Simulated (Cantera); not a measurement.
**SiO2 + CO + H2 (carbothermic reduction)**

Feed: 1 mol SiO2, 7.1 mol CO, a varied amount of H2, at 1050 K and 0.310 bar.

These are equilibrium values from Cantera (NASA tables, ideal gas, pure condensed phases), not measurements of a reactor. Candidate condensed phases: C, C6H6, C7H8, C8H18, H2O, Si, SiC, SiO2; 123 gas species. Equilibrium is a limit: real reactors are often held back by kinetics, nucleation or transport.

```json
[
 {"n(H2) (mol)": "0.39", "x CO": "0.892", "x H2": "0.0522", "x CO2": "0.0528", "x H2O": "0.00262", "x CH4": "4.84e-5", "x HCHO (formaldehyde)": "7.77e-9", "n C(graphite)": "0.393", "n SiO2(β-quartz)": "1.00"},
 {"n(H2) (mol)": "0.62", "x CO": "0.866", "x H2": "0.0805", "x CO2": "0.0497", "x H2O": "0.00392", "x CH4": "0.000115", "x HCHO (formaldehyde)": "1.16e-8", "n C(graphite)": "0.392", "n SiO2(β-quartz)": "1.00"},
 {"n(H2) (mol)": "0.85", "x CO": "0.841", "x H2": "0.107", "x CO2": "0.0469", "x H2O": "0.00506", "x CH4": "0.000203", "x HCHO (formaldehyde)": "1.50e-8", "n C(graphite)": "0.391", "n SiO2(β-quartz)": "1.00"},
 {"n(H2) (mol)": "1.1", "x CO": "0.815", "x H2": "0.134", "x CO2": "0.0441", "x H2O": "0.00615", "x CH4": "0.000319", "x HCHO (formaldehyde)": "1.82e-8", "n C(graphite)": "0.389", "n SiO2(β-quartz)": "1.00"},
 {"n(H2) (mol)": "1.3", "x CO": "0.796", "x H2": "0.155", "x CO2": "0.0420", "x H2O": "0.00693", "x CH4": "0.000424", "x HCHO (formaldehyde)": "2.05e-8", "n C(graphite)": "0.388", "n SiO2(β-quartz)": "1.00"},
 {"n(H2) (mol)": "1.6", "x CO": "0.769", "x H2": "0.184", "x CO2": "0.0392", "x H2O": "0.00794", "x CH4": "0.000598", "x HCHO (formaldehyde)": "2.35e-8", "n C(graphite)": "0.386", "n SiO2(β-quartz)": "1.00"},
 {"n(H2) (mol)": "1.8", "x CO": "0.752", "x H2": "0.202", "x CO2": "0.0374", "x H2O": "0.00853", "x CH4": "0.000722", "x HCHO (formaldehyde)": "2.53e-8", "n C(graphite)": "0.385", "n SiO2(β-quartz)": "1.00"},
 {"n(H2) (mol)": "2", "x CO": "0.735", "x H2": "0.219", "x CO2": "0.0358", "x H2O": "0.00906", "x CH4": "0.000852", "x HCHO (formaldehyde)": "2.68e-8", "n C(graphite)": "0.383", "n SiO2(β-quartz)": "1.00"},
 {"n(H2) (mol)": "2.2", "x CO": "0.720", "x H2": "0.236", "x CO2": "0.0343", "x H2O": "0.00954", "x CH4": "0.000986", "x HCHO (formaldehyde)": "2.83e-8", "n C(graphite)": "0.382", "n SiO2(β-quartz)": "1.00"},
 {"n(H2) (mol)": "2.5", "x CO": "0.697", "x H2": "0.259", "x CO2": "0.0322", "x H2O": "0.0102", "x CH4": "0.00119", "x HCHO (formaldehyde)": "3.01e-8", "n C(graphite)": "0.379", "n SiO2(β-quartz)": "1.00"},
 {"n(H2) (mol)": "2.7", "x CO": "0.683", "x H2": "0.274", "x CO2": "0.0309", "x H2O": "0.0105", "x CH4": "0.00133", "x HCHO (formaldehyde)": "3.12e-8", "n C(graphite)": "0.377", "n SiO2(β-quartz)": "1.00"},
 {"n(H2) (mol)": "2.9", "x CO": "0.670", "x H2": "0.288", "x CO2": "0.0297", "x H2O": "0.0109", "x CH4": "0.00148", "x HCHO (formaldehyde)": "3.22e-8", "n C(graphite)": "0.375", "n SiO2(β-quartz)": "1.00"}
]
```
x: gas mole fraction; n: condensed amount in mol.

From 0.39 mol H2 to 2.9 mol H2 the condensed part is C(graphite) + SiO2(β-quartz).
